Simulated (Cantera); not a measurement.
**MgO + H2S + O2 (roasting and sulfation)**

Charge: 1 mol MgO, 0.14 mol H2S, 0.12 mol O2, equilibrated at 0.0133 bar.

Equilibrium computed with Cantera from the NASA thermochemical tables; the gas is ideal and each condensed phase is pure. Candidate condensed phases: H2O, H2SO4, Mg, MgO, Mg(OH)2, MgS, MgSO4, S; 26 gas species. Gases not in the tables: S3 to S7. Equilibrium is a limit: real reactors are often held back by kinetics, nucleation or transport.

At 625 K the condensed part is MgO(s) + MgSO4(s). From 825 K to 1825 K the condensed part is MgO(s).

| T (K) | log p H2O | log p SO2 | log p H2S | log p S2 | log p H2 | log p SO | log p S8 | n MgO(s) | n MgSO4(s) |
|---|---|---|---|---|---|---|---|---|---|
| 625 | -2.07 | -3.38 | -2.47 | -3.26 | -5.76 | -10.50 | -3.38 | 0.957 | 0.0433 |
| 825 | -2.14 | -2.48 | -3.07 | -2.72 | -4.84 | -7.45 | -9.32 | 1.00 | 0 |
| 1025 | -2.13 | -2.50 | -3.30 | -2.67 | -3.98 | -5.94 | <-13 | 1.00 | 0 |
| 1225 | -2.14 | -2.50 | -3.49 | -2.66 | -3.43 | -4.93 | <-13 | 1.00 | 0 |
| 1425 | -2.17 | -2.48 | -3.67 | -2.68 | -3.06 | -4.20 | <-13 | 1.00 | 0 |
| 1625 | -2.22 | -2.46 | -3.86 | -2.72 | -2.82 | -3.65 | <-13 | 1.00 | 0 |
| 1825 | -2.28 | -2.45 | -4.06 | -2.80 | -2.66 | -3.24 | <-13 | 1.000 | 0 |
log p: log10 of the partial pressure in bar; n: condensed amount in mol.
